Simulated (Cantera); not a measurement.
Charge: 1 mol C6H6, 0.063 mol NH3, 12 mol N2.

Method: chemical equilibrium by Gibbs-energy minimisation in Cantera with the NASA 1993 tables (ideal gas, pure condensed phases). Candidate condensed phases: C, C6H6, C7H8, C8H18; 92 gas species. The ideal-gas law is rough above about 30 bar. Kinetics and transport are ignored.

Stable condensed phases, one row left out:

```
T in °C \ P in Pa
               10       46      220     1000     4600    22000   100000   460000  2200000 10000000
   2577         A        A        B        B        B        B        B        B        B        B
   2277         B        B        B        B        B        B        B        B        B        B
   2127         B        B        B        B        B        B        B        B        B        B
   1977         B        B        B        B        B        B        B        B        B        B
   1827         B        B        B        B        B        B        B        B        B        B
   1677         B        B        B        B        B        B        B        B        B        B
   1527         B        B        B        B        B        B        B        B        B        B
   1377         B        B        B        B        B        B        B        B        B        B
   1227         B        B        B        B        B        B        B        B        B        B
```

A: gas only; B: C.

Give the row for 2427 °C.

10: gas only; 46: C; 220: C; 1000: C; 4600: C; 22000: C; 100000: C; 460000: C; 2200000: C; 10000000: C.
